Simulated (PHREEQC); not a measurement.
Solution (30 °C): 0.08 mol/kgw H2SO4, 0.035 mol/kgw LiCl and 7.1e-05 mol/kgw MnSO4. Closed to the air; pH follows from the charge balance.

Computed with PHREEQC (ion-association model, wateq4f.dat).

Each row changes one thing in this solution. This is a speciation only: nothing precipitates in the calculation.

| case | pH | ionic strength (mol/kgw) | HSO4- (mol/kgw) | SO4-2 (mol/kgw) | Mn+2 (mol/kgw) | MnSO4 (mol/kgw) | SI of Pyrochroite (Mn(OH)2) |
|---|---|---|---|---|---|---|---|
| as made | 1.10 | 0.149 | 0.0624 | 0.0169 | 5.02e-5 | 1.83e-5 | -17.75 |
| H2SO4 left out | 6.89 | 0.0353 | 5.48e-10 | (withheld) | 6.59e-5 | 2.21e-7 | -5.88 |
| LiCl replaced by NH4Cl at the same molality | 1.10 | 0.148 | 0.0614 | 0.0164 | 5.05e-5 | (withheld) | -17.75 |
| diluted 2-fold with water | 1.36 | 0.0811 | 0.0279 | 0.0118 | 2.52e-5 | 9.52e-6 | -17.45 |
| diluted 5-fold with water | 1.70 | 0.0369 | 0.00896 | 0.00694 | 1.04e-5 | (withheld) | -17.07 |
| LiCl from 0.035 to 0.0315 mol/kgw | 1.10 | 0.145 | 0.0625 | 0.0168 | 5.02e-5 | 1.85e-5 | -17.74 |
| LiCl from 0.035 to 0.0525 mol/kgw | 1.10 | 0.167 | 0.0617 | 0.0172 | 5.02e-5 | 1.72e-5 | -17.76 |

What belongs in the gaps?


- H2SO4 left out, SO4-2 (mol/kgw): 6.57e-5
- LiCl replaced by NH4Cl at the same molality, MnSO4 (mol/kgw): 1.80e-5
- diluted 5-fold with water, MnSO4 (mol/kgw): 3.62e-6
